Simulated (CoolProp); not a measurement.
A simple Rankine cycle with CH2F2 (R32): condensing at 296.15 K, boiler at 4.87 MPa, turbine inlet 434 K, turbine efficiency 0.7, pump efficiency 0.7, no recuperator. Each further row changes one setting.

Model: reference Helmholtz-energy equation of state, Tillner-Roth 1997, in CoolProp.

```tsv
case	thermal efficiency (%)	net work (kJ/kg)	heat in (kJ/kg)	turbine exit temperature (K)	volume ratio over the turbine
as stated	9.4	37.4	400	368.8	2.77
condensing temperature 288.15 K	10.8	44.8	414	357.5	3.40
boiler pressure 3.41 MPa	6.8	28.4	415	391.4	1.99
turbine efficiency 0.6	7.9	31.4	400	374.3	2.83
```
